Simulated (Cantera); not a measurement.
A perfectly stirred reactor is fed with N₂O : O₂ = 1 : 0.061 (molar parts), at 1.30 bar; it is held at 1350 K, and followed from long to short residence time.

Model: GRI-Mech 3.0 (53 species, 325 reactions), integrated in Cantera. GRI-Mech 3.0 was tuned for natural gas; its chemistry of N2O as a main component is partial and can be far from experiment. The mechanism lacks the step 2 NO + O2 → 2 NO2, which can matter for NO2 below about 1400 K. The temperature is held fixed by assumption; the heat of reaction is taken as removed at once.

Question: What does this change do: temperature 1350 to 1375 K?

Answer: 
```csv
quantity,before,after
x(N₂O) at τ = 0.890 s,0.100,0.0738
x(O₂) at τ = 0.890 s,0.300,0.308
x(NO) at τ = 0.890 s,0.0538,0.0547
x(N₂) at τ = 0.890 s,0.546,0.563
x(NO₂) at τ = 0.890 s,0.000599,0.000583
x(N₂O) at τ = 40.0 ms,0.625,0.548
x(O₂) at τ = 40.0 ms,0.142,0.161
x(NO) at τ = 40.0 ms,0.0340,0.0443
x(N₂) at τ = 40.0 ms,0.199,0.246
x(NO₂) at τ = 40.0 ms,0.000360,0.000452
```

Question: What does this change do: O2 0.061 to 0.37 parts?

Answer: 
| quantity | before | after |
|---|---|---|
| x(N₂O) at τ = 0.890 s | 0.100 | 0.0829 |
| x(O₂) at τ = 0.890 s | 0.300 | 0.420 |
| x(NO) at τ = 0.890 s | 0.0538 | 0.0446 |
| x(N₂) at τ = 0.890 s | 0.546 | 0.452 |
| x(NO₂) at τ = 0.890 s | 0.000599 | 0.000504 |
| x(N₂O) at τ = 40.0 ms | 0.625 | 0.496 |
| x(O₂) at τ = 40.0 ms | 0.142 | 0.319 |
| x(NO) at τ = 40.0 ms | 0.0340 | 0.0270 |
| x(N₂) at τ = 40.0 ms | 0.199 | 0.158 |
| x(NO₂) at τ = 40.0 ms | 0.000360 | 0.000289 |
